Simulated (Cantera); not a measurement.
A freely propagating, adiabatic, planar premixed flame of CH4 : O2 : N2 = 1 : 1.43 : 5.37 (molar parts), unburnt at 700 K and 500000 Pa; unity-Lewis-number transport, grid criteria slope 0.08 and curve 0.16, no radiation.

Model: GRI-Mech 3.0 (53 species, 325 reactions), integrated in Cantera. Unity Lewis numbers drop preferential diffusion, which matters most where H2 and H carry the flame. Burning velocities carry a grid error of a few per cent, more on coarse grids.

x: mole fraction of selected species; z is measured from the peak of heat release.

| z (mm) | T (K) | u (m/s) | x CH4 | x O2 | x HO2 | x H | x O | x NO |
|---|---|---|---|---|---|---|---|---|
| -0.532 | 703 | 0.411 | 0.128 | 0.183 | 1.51e-7 | <1e-8 | <1e-8 | 5.52e-8 |
| -0.355 | 715 | 0.418 | 0.127 | 0.182 | 7.39e-7 | <1e-8 | <1e-8 | 2.72e-7 |
| -0.266 | 749 | 0.438 | 0.124 | 0.178 | 2.60e-6 | <1e-8 | <1e-8 | 9.68e-7 |
| -0.177 | 896 | 0.527 | 0.111 | 0.161 | 1.14e-5 | 3.77e-8 | <1e-8 | 4.52e-6 |
| -0.0887 | 1358 | 0.817 | 0.0685 | 0.106 | 4.36e-5 | 7.46e-6 | (withheld) | 2.02e-5 |
| -0.0444 | 1733 | 1.06 | 0.0338 | 0.0596 | 5.65e-5 | 0.000157 | (withheld) | 3.56e-5 |
| 0 | 2067 | 1.29 | 0.00774 | 0.0193 | 1.96e-5 | 0.00140 | (withheld) | 5.71e-5 |
| 0.0444 | 2207 | 1.38 | 0.00121 | 0.00404 | 3.20e-6 | 0.00274 | (withheld) | 8.80e-5 |
| 0.0887 | 2243 | 1.41 | 0.000307 | 0.000888 | 6.19e-7 | 0.00266 | (withheld) | 0.000114 |
| 0.177 | 2260 | 1.42 | 6.60e-5 | 8.93e-5 | 6.84e-8 | 0.00190 | (withheld) | 0.000142 |
| 0.355 | 2266 | 1.42 | 1.39e-5 | 1.33e-5 | 1.41e-8 | 0.00127 | (withheld) | 0.000165 |
| 0.710 | 2269 | 1.42 | 1.92e-6 | 6.79e-6 | <1e-8 | 0.000981 | (withheld) | 0.000181 |
| 1.42 | 2269 | 1.42 | 7.54e-8 | 5.69e-6 | <1e-8 | 0.000907 | (withheld) | 0.000188 |

Task: Complete the blanks.

Result: 
- -0.0887, x O: 1.39e-6
- -0.0444, x O: 2.18e-5
- 0, x O: 8.74e-5
- 0.0444, x O: 8.04e-5
- 0.0887, x O: 4.82e-5
- 0.177, x O: 2.03e-5
- 0.355, x O: 8.75e-6
- 0.710, x O: 5.22e-6
- 1.42, x O: 4.47e-6
